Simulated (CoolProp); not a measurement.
Computed with CoolProp (reference Helmholtz-energy equation of state, Lemmon 2005). It is a short technical equation, of lower accuracy than the large ones.

For cis-2-butene, give the phase and the Z, fugacity coefficient at -110.55 °C and 0.101 MPa.


- -110.55 °C and 0.101 MPa: liquid; Z 0.00551, fugacity coefficient 0.000277
